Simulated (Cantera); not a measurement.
Charge: 1 mol Ta₂O₅, 5.9 mol H₂, held at 0.000570 bar.

Cantera equilibrium calculation (NASA polynomials, part measured and part estimated; ideal gas, pure solids and liquids). Candidate condensed phases: H₂O, Ta, Ta₂O₅; 12 gas species. Mutual solubility and eutectic melting of coexisting phases are not modelled. Condensed phases not in the tables: N, O or C dissolved in the metal. Rates play no part.

x: gas mole fraction; n: condensed amount in mol.

```
T (K)   x H₂       x H      x TaO₂     x H₂O     x TaO  n Ta₂O₅(s)   n Ta(s)
-----  -----  --------  ----------  --------  --------  ----------  --------
1423   1.000  0.000278  (withheld)   4.88e-5  2.50e-10       1.000         0
1523   0.999  0.000968  (withheld)  0.000113   6.40e-9       1.000  0.000266
1623   0.997   0.00289  (withheld)  0.000233   1.09e-7       1.000  0.000550
1723   0.992   0.00761  (withheld)  0.000439   1.32e-6       0.999   0.00103
1823   0.981    0.0180  (withheld)  0.000765   1.22e-5       0.999   0.00171
1923   0.960    0.0387  (withheld)   0.00124   8.82e-5       0.997   0.00212
2023   0.919    0.0762  (withheld)   0.00200  0.000467       0.990         0
```

Task: Fill in the missing entries.

Result: 
- 1423, x TaO₂: 1.12e-9
- 1523, x TaO₂: 3.00e-8
- 1623, x TaO₂: 5.29e-7
- 1723, x TaO₂: 6.62e-6
- 1823, x TaO₂: 6.21e-5
- 1923, x TaO₂: 0.000457
- 2023, x TaO₂: 0.00264
